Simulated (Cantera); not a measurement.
Charge: 1 mol Ti(OiPr)4, 0.85 mol H2O, 56 mol H2, 3.9 mol O2, held at 100000 Pa.

Cantera equilibrium calculation (NASA polynomials, part measured and part estimated; ideal gas, pure solids and liquids). Candidate condensed phases: C, C6H6, C7H8, C8H18, H2O, Ti, TiC, TiO, TiO2, Ti2O3, Ti3O5, Ti4O7; 113 gas species. The feed counts by its element totals alone. Kinetics and transport are ignored.

Q: At 1400 K, list the 5 most abundant gas species with their mole fractions, and the condensed phases.

A: H2 0.862, CO 0.134, CH4 0.00321, H2O 0.000431, CO2 3.09e-5. Condensed: C(graphite) + Ti3O5(s).
